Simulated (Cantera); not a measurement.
A Cantera script and its output.

```python
import numpy as np
import cantera as ct

gas = ct.Solution("gri30.yaml")
gas.TPX = 1700, 120000, {'NO': 1, 'N2': 0.64}
reactor = ct.IdealGasConstPressureReactor(gas, energy="off", clone=False)
net = ct.ReactorNet([reactor])
net.rtol, net.atol = 1e-08, 1e-18
show = ['NO', 'O', 'N2O', 'O2', 'N2']
times = np.geomspace(4e-05, 3, 14)

steps = ct.SolutionArray(gas, extra=["t"])
rows = []
print(f"{'t/s':>10s}{'T/K':>9s}{'P/Pa':>11s}" + "".join(f"{s:>11s}" for s in show))
for t in times:
    while net.time < t:
        t_next = net.step()
        steps.append(gas.state, t=t_next)
    rows.append([np.interp(t, steps.t, y) for y in (steps.T, steps.P, *steps(*show).X.T)])
    print(f"{t:10.3e}{rows[-1][0]:9.1f}{rows[-1][1]:11.4g}" + "".join(f"{x:11.3e}" for x in rows[-1][2:]))
rate = np.gradient(steps.T, steps.t)
print("integrator steps:", len(steps.t))
if steps.T.max() > steps.T[0] + 200:
    print(f"time of steepest temperature rise: {steps.t[rate.argmax()]:.4e} s")
gas.TPX = 1700, 120000, {'NO': 1, 'N2': 0.64}
gas.equilibrate("TP")
print(f"equilibrium (TP): T = {gas.T:.1f} K  " + "  ".join(f"{s} {gas[s].X[0]:.3e}" for s in show))
```

Result:

```
       t/s      T/K       P/Pa         NO          O        N2O         O2         N2
 4.000e-05   1700.0    1.2e+05  6.098e-01  3.177e-07  1.590e-06  2.283e-09  3.902e-01
 9.486e-05   1700.0    1.2e+05  6.097e-01  3.434e-07  3.744e-06  7.524e-09  3.902e-01
 2.249e-04   1700.0    1.2e+05  6.097e-01  4.011e-07  8.726e-06  2.815e-08  3.902e-01
 5.334e-04   1700.0    1.2e+05  6.097e-01  5.407e-07  1.987e-05  1.396e-07  3.903e-01
 1.265e-03   1700.0    1.2e+05  6.096e-01  8.809e-07  4.287e-05  9.898e-07  3.903e-01
 3.000e-03   1700.0    1.2e+05  6.094e-01  1.656e-06  8.229e-05  9.439e-06  3.903e-01
 7.114e-03   1700.0    1.2e+05  6.090e-01  2.817e-06  1.264e-04  8.547e-05  3.905e-01
 1.687e-02   1700.0    1.2e+05  6.082e-01  3.392e-06  1.459e-04  4.348e-04  3.909e-01
 4.000e-02   1700.0    1.2e+05  6.063e-01  3.640e-06  1.464e-04  1.352e-03  3.918e-01
 9.486e-02   1700.0    1.2e+05  6.019e-01  4.119e-06  1.441e-04  3.515e-03  3.940e-01
 2.250e-01   1700.0    1.2e+05  5.917e-01  5.053e-06  1.388e-04  8.548e-03  3.991e-01
 5.335e-01   1700.0    1.2e+05  5.687e-01  6.687e-06  1.277e-04  1.993e-02  4.106e-01
 1.265e+00   1700.0    1.2e+05  5.202e-01  9.216e-06  1.061e-04  4.400e-02  4.348e-01
 3.000e+00   1700.0    1.2e+05  4.313e-01  1.259e-05  7.232e-05  8.837e-02  4.793e-01
integrator steps: 827
equilibrium (TP): T = 1700.0 K  NO 3.284e-03  O 2.261e-05  N2O 1.972e-07  O2 3.032e-01  N2 6.935e-01
```

Model: GRI-Mech 3.0 (53 species, 325 reactions), integrated in Cantera.
